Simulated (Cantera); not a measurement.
**Thermodynamics of abatement and gas-phase synthesis, feed CS₂ + SO₂ + H₂**

A closed system holds: 1 mol CS₂, 0.0078 mol SO₂, 9.1 mol H₂, at 5800 Pa.

Method: chemical equilibrium by Gibbs-energy minimisation in Cantera with the NASA 1993 tables (ideal gas, pure condensed phases). Candidate condensed phases: C, C₆H₆, C₇H₈, C₈H₁₈, H₂O, H₂SO₄, S; 123 gas species. Gases not in the tables: S₃ to S₇. The numbers say what is thermodynamically allowed, not how fast it happens.

```tsv
T (K)	x H₂	x H₂S	x CS₂	x CH₄	x CS	x S₂	x SH	n C(graphite)
798	0.726	0.230	4.24e-6	0.0425	1.10e-12	4.03e-7	4.56e-8	0.621
898	0.765	0.223	6.06e-5	0.0109	1.69e-10	6.82e-6	6.75e-7	0.887
998	0.775	0.220	0.000559	0.00340	9.91e-9	7.19e-5	6.01e-6	0.949
1098	0.781	0.212	0.00332	0.00129	2.70e-7	0.000476	3.52e-5	0.942
1198	0.794	0.189	0.0121	0.000587	3.84e-6	0.00190	0.000140	0.867
1298	0.816	0.150	0.0270	0.000308	3.11e-5	0.00458	0.000392	0.727
1398	0.839	0.109	0.0420	0.000178	0.000165	0.00763	0.000839	0.578
1498	0.856	0.0766	0.0534	0.000110	0.000650	0.0103	0.00151	0.457
1598	0.867	0.0537	0.0604	7.18e-5	0.00206	0.0122	0.00240	0.367
1698	0.873	0.0380	0.0637	4.88e-5	0.00552	0.0135	0.00352	0.293
1798	0.874	0.0271	0.0633	3.44e-5	0.0129	0.0140	0.00480	0.215
1898	0.870	0.0193	0.0588	2.48e-5	0.0265	0.0135	0.00610	0.109
```
x: gas mole fraction; n: condensed amount in mol.

From 798 K to 1898 K the condensed part is C(graphite). The main C-bearing gas is CH₄ at 798 K and CS₂ at 1898 K. The share of C in condensed phases is highest at 998 K (94.9 %) and lowest at 1898 K (10.9 %).
